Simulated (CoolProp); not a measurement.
Vapour-liquid equilibrium of R143a (1) + R134a (2) at 45.35 °C; x and y are mole fractions of (1).

Computed with CoolProp (multi-fluid Helmholtz-energy mixture model, Lemmon and Jacobsen 2000 and Tillner-Roth 1994; pair parameters Lemmon 2004).

Q: Give the bubble pressure and the first vapour's composition at x = 0.2, 0.65, 0.95. Is there an azeotrope?

A: x = 0.2: 13.38 bar, y = 0.272; x = 0.65: 17.36 bar, y = 0.727; x = 0.95: 20.25 bar, y = 0.963. No azeotrope shows between x = 0.05 and 0.95.

Pair parameters are fitted to limited data, so mixtures are less certain than the pure fluids.
